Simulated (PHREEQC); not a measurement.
A solution holds 0.033 mol/kgw HF, 0.00097 mol/kgw NH4F and 7.1e-05 mol/kgw HCl, at 25 °C. Closed to the air; pH follows from the charge balance.

All values are PHREEQC results (ion-association model, wateq4f.dat), not measurements.

Precipitation was switched off in this run.

Problem. What pH does the model give?

Solution. pH 2.41.

Problem. In which forms is F present?

Solution. HF 74 %, F- 14 %, H2F2 9.7 %, HF2- 2.6 % of the F.

wateq4f.dat counts part of the HF as a dimer, H2F2, which phreeqc.dat doesn't know; its constant is uncertain.
